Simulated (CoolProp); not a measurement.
Vapour-liquid equilibrium of propylene (1) + cyclohexane (2) at 329 K; x and y are mole fractions of (1).

Model: multi-fluid Helmholtz-energy mixture model, Lemmon 2013 and Zhou 2014; pair parameters Bell 2016, in CoolProp.

Task: Give the bubble pressure and the first vapour's composition at x = 0.45, 0.55, 0.85. Is there an azeotrope?

Result: x = 0.45: 1036 kPa, y = 0.963; x = 0.55: 1241 kPa, y = 0.971; x = 0.85: 1892 kPa, y = 0.989. No azeotrope shows between x = 0.05 and 0.95.

The pair parameters rest on a limited set of measurements; away from them the model extrapolates. The gap from Raoult's law changes sign with composition, which may be real or a fault of the pair parameters; it wasn't checked against measurements.
